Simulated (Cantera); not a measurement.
What does this Cantera script print?

```python
import numpy as np
import cantera as ct

gas_names = """
    CL CL2 H HCL H2 N NH NH2 NH3 N2 N2H2 N2H4 Si SiCL SiCL2 SiCL3 SiCL4 SiH SiHCL3 SiH2 SiH2CL2 SiH3
    SiH3CL SiH4 SiN Si2 Si2N Si3
""".split()
cond_names = """
    NH4CL(a) NH4CL(b) Si(cr) Si(L) Si3N4(a)
""".split()


# ... load() reads the species with a 1 bar reference pressure and builds the phases ...
atoms = {
    'Si3H8': {'Si': 3, 'H': 8},
    'Cl2': {'CL': 2},
    'N2': {'N': 2},
}
top_T = {'Si3N4(a)': 2400}  # K; cautious upper limits of use, not melting points


# ... equilibrate(T, P, feed) seeds the gas with the atoms and calls Mixture.equilibrate('TP', solver="vcs", rtol=1e-11, max_steps=5000) ...
results = []
feed = {'Si3H8': 1, 'Cl2': 0.0058, 'N2': 13}  # mol
T = 900  # K
P = 1333.22  # Pa
mix = equilibrate(T, P, feed)
results.append((T, P, feed, dict(zip(mix.species_names, mix.species_moles))))
print(gas.report(threshold=0.0001))
for i in range(1, mix.n_phases):
    print(f"{mix.phase(i).name:16s} {mix.phase_moles(i):12.5e} mol")
```

Result:

```
       temperature   900 K
          pressure   1333.2 Pa
           density   0.0037594 kg/m^3
  mean mol. weight   21.1 kg/kmol
   phase of matter   gas

                          1 kg             1 kmol
                     ---------------   ---------------
          enthalpy        8.5334e+05        1.8006e+07  J
   internal energy         4.987e+05        1.0523e+07  J
           entropy             11805         2.491e+05  J/K
    Gibbs function       -9.7716e+06       -2.0619e+08  J
 heat capacity c_p            1495.1             31548  J/K
 heat capacity c_v            1101.1             23234  J/K

                      mass frac. Y      mole frac. X     chem. pot. / RT
                     ---------------   ---------------   ---------------
               HCL         0.0013357        0.00077304           -47.837
                H2          0.025431           0.26617           -22.891
                N2           0.97323           0.73305           -29.225
     [  +25 minor]        1.5326e-06        1.8992e-06

Si(cr)            0.00000e+00 mol
Si3N4(a)          1.00000e+00 mol
```

Cantera equilibrium calculation (NASA polynomials, part measured and part estimated; ideal gas, pure solids and liquids). The feed counts by its element totals alone. N2 is the only nitrogen source here; it is nearly inert below about 1500 K, so the nitride shown seldom forms there in practice.
